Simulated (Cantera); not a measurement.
Input (Python, Cantera) and output of one run.

```python
import numpy as np
import cantera as ct

gas_names = """
    H HNO HNO2 HNO3 HO2 H2 H2O H2O2 N NH NH2 NH3 NH2OH NO NO2 NO3 N2 N2H2 N2H4 N2O O OH O2 O3 Si SiH
    SiH2 SiH3 SiH4 SiN SiO SiO2 Si2 Si2N Si3
""".split()
cond_names = """
    H2O(s) H2O(L) Si(cr) Si(L) SiO2(Lqz) SiO2(hqz) SiO2(L) Si2N2O(s) Si3N4(a)
""".split()


# ... load() reads the species with a 1 bar reference pressure and builds the phases ...
atoms = {
    'Si2H6': {'Si': 2, 'H': 6},
    'H2O': {'H': 2, 'O': 1},
    'N2': {'N': 2},
}
top_T = {'Si2N2O(s)': 2100, 'Si3N4(a)': 2400}  # K; cautious upper limits of use, not melting points


# ... equilibrate(T, P, feed) seeds the gas with the atoms and calls Mixture.equilibrate('TP', solver="vcs", rtol=1e-11, max_steps=5000) ...
results = []
feed = {'Si2H6': 1, 'H2O': 0.32, 'N2': 1.6}  # mol
T = 1300  # K
P = 90000  # Pa
mix = equilibrate(T, P, feed)
results.append((T, P, feed, dict(zip(mix.species_names, mix.species_moles))))
x = sorted(zip(gas.X, gas.species_names), reverse=True)
print(f"T = {T:g} K  P = {P:g} Pa  gas = {mix.phase_moles(0):.4g} mol")
print("   x: " + "  ".join(f"{s} {v:.3e}" for v, s in x if v > 1e-05))
print("   condensed (mol): " + ("  ".join(f"{mix.phase(i).name} {mix.phase_moles(i):.4g}"
      for i in range(1, mix.n_phases) if mix.phase_moles(i) > 1e-12) or "none"))
```

It prints:

```
T = 1300 K  P = 90000 Pa  gas = 3.693 mol
   x: H2 8.989e-01  N2 1.011e-01  NH3 3.025e-05
   condensed (mol): Si2N2O(s) 0.32  Si3N4(a) 0.4533
```

Method: chemical equilibrium by Gibbs-energy minimisation in Cantera with the NASA 1993 tables (ideal gas, pure condensed phases). The feed counts by its element totals alone. N2 is the only nitrogen source here; it is nearly inert below about 1500 K, so the nitride shown seldom forms there in practice. Mutual solubility and eutectic melting of coexisting phases are not modelled.
